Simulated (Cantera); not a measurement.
## HgO + O₂ + H₂ (iron carbonyl, mercury and lead vapours)

Input: 1 mol HgO, 0.011 mol O₂, a varied amount of H₂, equilibrated at 748 K and 13.3 mbar.

Cantera equilibrium calculation (NASA polynomials, part measured and part estimated; ideal gas, pure solids and liquids). Candidate condensed phases: H₂O, Hg, HgO; 10 gas species. Kinetics and transport are ignored.

From 0.7 mol H₂ to 44 mol H₂ nothing is condensed. The main Hg-bearing gas is Hg throughout.

```csv
n(H₂) (mol),x H₂,x Hg,x H₂O,x O₂
0.7,<1e-12,0.537,0.376,0.0865
0.98,<1e-12,0.500,0.490,0.0105
1.4,0.158,0.417,0.426,<1e-12
2,0.326,0.333,0.341,<1e-12
2.8,0.468,0.263,0.269,<1e-12
3.9,0.587,0.204,0.209,<1e-12
5.5,0.689,0.154,0.157,<1e-12
7.8,0.770,0.114,0.116,<1e-12
11,0.832,0.0833,0.0852,<1e-12
16,0.881,0.0588,0.0601,<1e-12
22,0.912,0.0435,0.0444,<1e-12
31,0.937,0.0312,0.0319,<1e-12
44,0.955,0.0222,0.0227,<1e-12
```
x: gas mole fraction; nothing condenses.
